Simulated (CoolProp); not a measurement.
Values from CoolProp's reference Helmholtz-energy equation of state, Span 2003. It is a short technical equation, of lower accuracy than the large ones.

Question: For n-heptane, give the phase and the speed of sound (m/s), Joule-Thomson coefficient (K/MPa), viscosity (µPa s), conductivity (mW/(m K)) at 326.85 °C and 0.738 MPa.

Answer: 
- 326.85 °C and 0.738 MPa: gas; speed of sound 212, Joule-Thomson coefficient 6.15, viscosity 12.1, conductivity 47.9

Viscosity comes from a separate model (Michailidou 2014). Thermal conductivity comes from a separate model (Assael 2013).
